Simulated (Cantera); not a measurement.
# Si + CO2 + H2 (thermal oxidation and active oxidation of silicon)

Input: 1 mol Si, 0.13 mol CO2, 24 mol H2, at 90.0 Torr.

Cantera equilibrium calculation (NASA polynomials, part measured and part estimated; ideal gas, pure solids and liquids). Candidate condensed phases: C, C6H6, C7H8, C8H18, H2O, Si, SiC, SiO2; 123 gas species. Mutual solubility and eutectic melting of coexisting phases are not modelled. The tables hold silica as quartz up to 1696 K and as liquid above; real silica turns to tridymite and cristobalite and melts near 1996 K. Gases not in the tables: Si2H6 and higher silanes. Equilibrium is a limit: real reactors are often held back by kinetics, nucleation or transport.

From 923 K to 1523 K the condensed part is Si(s) + SiC(s) + SiO2(β-quartz). At 1623 K the condensed part is Si(s) + SiC(s). From 1723 K to 2123 K the condensed part is Si(l) + SiC(s). At 2223 K the condensed part is Si(l). The main Si-bearing gas is SiH4 at 923 K and SiO at 2223 K.

```json
[
 {"T (K)": "923", "log p H2": "-0.92", "log p H": "-10.07", "log p SiO": "-10.80", "log p CO": "<-12", "n Si(s)": "0.740", "n SiC(s)": "0.130", "n SiO2(β-quartz)": "0.130", "n Si(l)": "0"},
 {"T (K)": "1023", "log p H2": "-0.92", "log p H": "-8.84", "log p SiO": "-8.88", "log p CO": "-11.53", "n Si(s)": "0.740", "n SiC(s)": "0.130", "n SiO2(β-quartz)": "0.130", "n Si(l)": "0"},
 {"T (K)": "1123", "log p H2": "-0.92", "log p H": "-7.83", "log p SiO": "-7.30", "log p CO": "-9.65", "n Si(s)": "0.740", "n SiC(s)": "0.130", "n SiO2(β-quartz)": "0.130", "n Si(l)": "0"},
 {"T (K)": "1223", "log p H2": "-0.92", "log p H": "-6.98", "log p SiO": "-5.99", "log p CO": "-8.09", "n Si(s)": "0.740", "n SiC(s)": "0.130", "n SiO2(β-quartz)": "0.130", "n Si(l)": "0"},
 {"T (K)": "1323", "log p H2": "-0.92", "log p H": "-6.26", "log p SiO": "-4.88", "log p CO": "-6.76", "n Si(s)": "0.739", "n SiC(s)": "0.130", "n SiO2(β-quartz)": "0.129", "n Si(l)": "0"},
 {"T (K)": "1423", "log p H2": "-0.92", "log p H": "-5.64", "log p SiO": "-3.93", "log p CO": "-5.62", "n Si(s)": "0.729", "n SiC(s)": "0.129", "n SiO2(β-quartz)": "0.118", "n Si(l)": "0"},
 {"T (K)": "1523", "log p H2": "-0.92", "log p H": "-5.10", "log p SiO": "-3.11", "log p CO": "-4.64", "n Si(s)": "0.668", "n SiC(s)": "0.125", "n SiO2(β-quartz)": "0.0489", "n Si(l)": "0"},
 {"T (K)": "1623", "log p H2": "-0.93", "log p H": "-4.62", "log p SiO": "-2.91", "log p CO": "-4.30", "n Si(s)": "0.630", "n SiC(s)": "0.120", "n SiO2(β-quartz)": "0", "n Si(l)": "0"},
 {"T (K)": "1723", "log p H2": "-0.93", "log p H": "-4.20", "log p SiO": "-2.92", "log p CO": "-4.12", "n Si(s)": "0", "n SiC(s)": "0.115", "n SiO2(β-quartz)": "0", "n Si(l)": "0.640"},
 {"T (K)": "1823", "log p H2": "-0.93", "log p H": "-3.83", "log p SiO": "-2.94", "log p CO": "-3.86", "n Si(s)": "0", "n SiC(s)": "0.102", "n SiO2(β-quartz)": "0", "n Si(l)": "0.664"},
 {"T (K)": "1923", "log p H2": "-0.93", "log p H": "-3.49", "log p SiO": "-2.98", "log p CO": "-3.64", "n Si(s)": "0", "n SiC(s)": "0.0838", "n SiO2(β-quartz)": "0", "n Si(l)": "0.696"},
 {"T (K)": "2023", "log p H2": "-0.93", "log p H": "-3.19", "log p SiO": "-3.03", "log p CO": "-3.47", "n Si(s)": "0", "n SiC(s)": "0.0603", "n SiO2(β-quartz)": "0", "n Si(l)": "0.731"},
 {"T (K)": "2123", "log p H2": "-0.93", "log p H": "-2.91", "log p SiO": "-3.09", "log p CO": "-3.33", "n Si(s)": "0", "n SiC(s)": "0.0322", "n SiO2(β-quartz)": "0", "n Si(l)": "0.753"},
 {"T (K)": "2223", "log p H2": "-0.94", "log p H": "-2.66", "log p SiO": "-3.17", "log p CO": "-3.23", "n Si(s)": "0", "n SiC(s)": "0", "n SiO2(β-quartz)": "0", "n Si(l)": "0.730"}
]
```
log p: log10 of the partial pressure in bar; n: condensed amount in mol.
